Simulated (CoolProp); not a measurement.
Model: reference Helmholtz-energy equation of state, Akasaka 2022, in CoolProp.

Task: Give the vapour pressure (kPa), liquid density (kg/m³), vapour density (kg/m³) of saturated R1233zd(E) at 345.8 K.

Result: 
```
T (K)  p (kPa)  liquid density (kg/m³)  vapour density (kg/m³)
-----  -------  ----------------------  ----------------------
345.8      548                    1140                    28.9
```
